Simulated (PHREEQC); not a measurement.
A solution holds 0.014 mol NaBr, 2.7e-05 mol H2SeO3 and 0.0004 mol HF per kg of water, at 25 °C. Closed to the air; pH follows from the charge balance.

The numbers come from PHREEQC with the ion-association model, wateq4f.dat.

Precipitation was switched off in this run.

**Question.** What pH does the model give?

**Answer.** pH 3.55.

**Question.** In which forms is F present?

**Answer.** F- 72 %, HF 27 % of the F.
